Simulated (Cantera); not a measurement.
## Thermodynamics of chlorosilane synthesis and conversion, feed Si + Cl2 + H2

A closed system holds: 1 mol Si, 1.8 mol Cl2, 12 mol H2, held at 750 Torr.

These are equilibrium values from Cantera (NASA tables, ideal gas, pure condensed phases), not measurements of a reactor. Candidate condensed phases: Si; 19 gas species. The tables' values for SiCl3 are old estimates; treat these amounts as uncertain. Rates play no part.

From 450 °C to 600 °C nothing is condensed. From 675 °C to 1125 °C the condensed part is Si(s). The main Si-bearing gas is SiCl4 at 450 °C and SiCl2 at 1125 °C.

```tsv
T (°C)	x H2	x HCl	x SiCl4	x SiHCl3	x SiCl2	x SiCl3	x SiH2Cl2	n Si(s)
450	0.921	0.000450	0.0477	0.0292	7.44e-8	3.77e-6	0.00124	0
525	0.921	0.00129	0.0471	0.0295	1.00e-6	2.04e-5	0.00149	0
600	0.919	0.00297	0.0458	0.0304	9.18e-6	8.46e-5	0.00183	0
675	0.916	0.00593	0.0443	0.0308	5.84e-5	0.000277	0.00217	0.00470
750	0.913	0.0113	0.0434	0.0295	0.000251	0.000718	0.00222	0.0231
825	0.906	0.0197	0.0414	0.0278	0.000866	0.00160	0.00223	0.0483
900	0.897	0.0313	0.0380	0.0254	0.00248	0.00309	0.00218	0.0783
975	0.885	0.0461	0.0329	0.0223	0.00603	0.00524	0.00205	0.107
1050	0.870	0.0631	0.0261	0.0182	0.0125	0.00772	0.00183	0.127
1125	0.854	0.0803	0.0182	0.0136	0.0222	0.00974	0.00153	0.131
```
x: gas mole fraction; n: condensed amount in mol.
